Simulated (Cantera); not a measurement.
Input: 1 mol Fe₂O₃, 0.055 mol SO₃, 7.2 mol O₂, held at 1573 K and 13.3 mbar.

Method: chemical equilibrium by Gibbs-energy minimisation in Cantera with the NASA 1993 tables (ideal gas, pure condensed phases). Candidate condensed phases: Fe, FeO, FeS, FeSO₄, FeS₂, Fe₂O₃, Fe₂(SO₄)₃, Fe₃O₄, S; 12 gas species. The numbers say what is thermodynamically allowed, not how fast it happens.

Question: What is the equilibrium state?

Answer: 
```
Quantity                             Result
--------------------------------  ---------
x(O₂)                                 0.993
x(SO₂)                              0.00736
x(O)                                9.01e-5
x(SO₃)                              2.22e-5
n(Fe₃O₄(s))                       0.667 mol
gas amount                        7.449 mol
log10 activity of Fe(γ) (absent)      -5.60
log10 activity of S(l) (absent)      -11.61
```
